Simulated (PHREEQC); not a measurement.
TMAH is added in steps, without added water, to 1 kg of water holding 0.00048 mol/kgw CaSO4 and 6.3e-05 mol/kgw NaHCO3, at 25 °C. O2 is buffered at 0.21 atm. The system is closed to CO2. The run lets Calcite, Gypsum precipitate or redissolve, and no other solid.

Base run: PHREEQC, ion-association model, phreeqc.dat. Each further column changes one thing. The table gives HCO3- (mol/kgw).

```
TMAH added (mol)     base  Davies equation for every ion  database wateq4f.dat  Debye-Hückel limiting law  all activity coefficients set to 1
----------------  -------  -----------------------------  --------------------  -------------------------  ----------------------------------
0                 6.08e-5                        6.08e-5               6.08e-5                    6.08e-5                             6.07e-5
0.00018           1.70e-5                        1.71e-5               1.69e-5                    1.73e-5                             1.36e-5
0.00042           6.53e-6                        6.55e-6               6.49e-6                    6.66e-6                             5.01e-6
0.0006            4.46e-6                        4.47e-6               4.43e-6                    4.56e-6                             3.38e-6
0.00078           3.40e-6                        3.41e-6               3.38e-6                    3.48e-6                             2.55e-6
0.00102           2.59e-6                        2.61e-6               2.58e-6                    2.66e-6                             1.92e-6
0.0012            2.21e-6                        2.22e-6               2.20e-6                    2.27e-6                             1.62e-6
```

(CH3)4N+ isn't in the database: it is added as a free cation with an ion size of 4 Å. phreeqc.dat and wateq4f.dat share most of their constants, so their agreement is no independent check. Solids allowed in the column 'database wateq4f.dat': Calcite, Gypsum, Portlandite, Mirabilite, Nahcolite, Natron.
